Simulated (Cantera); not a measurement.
Cantera run, input and output.

```python
import numpy as np
import cantera as ct

gas = ct.Solution("gri30.yaml")


def delay(T, t_max=10):
    gas.TPX = T, 1300000, {'CH4': 1, 'CO': 0.069, 'O2': 2.37, 'N2': 8.9}
    reactor = ct.IdealGasConstPressureReactor(gas, clone=False)
    net = ct.ReactorNet([reactor])
    net.rtol, net.atol = 1e-8, 1e-16
    while net.time < t_max:
        t_old, T_old = net.time, reactor.T
        net.step()
        if reactor.T > T + 400:  # ignition: a rise of 400 K
            return t_old + (T + 400 - T_old) / (reactor.T - T_old) * (net.time - t_old)
    return np.nan


taus = []
for T in [1123, 1198, 1273, 1348, 1423, 1498, 1573, 1648, 1723]:
    taus.append(delay(T))
    print(f"T0 = {T:6g} K   tau = {taus[-1]:.4e} s")
```

Result:

```
T0 =   1123 K   tau = 1.0131e-02 s
T0 =   1198 K   tau = 3.7065e-03 s
T0 =   1273 K   tau = 1.4977e-03 s
T0 =   1348 K   tau = 6.5091e-04 s
T0 =   1423 K   tau = 3.0005e-04 s
T0 =   1498 K   tau = 1.4555e-04 s
T0 =   1573 K   tau = 7.4006e-05 s
T0 =   1648 K   tau = 3.9425e-05 s
T0 =   1723 K   tau = 2.2034e-05 s
```

Detailed kinetics in Cantera: GRI-Mech 3.0 (53 species, 325 reactions). The pressure lies above the range GRI-Mech 3.0 was tuned for (to about 10 atm).
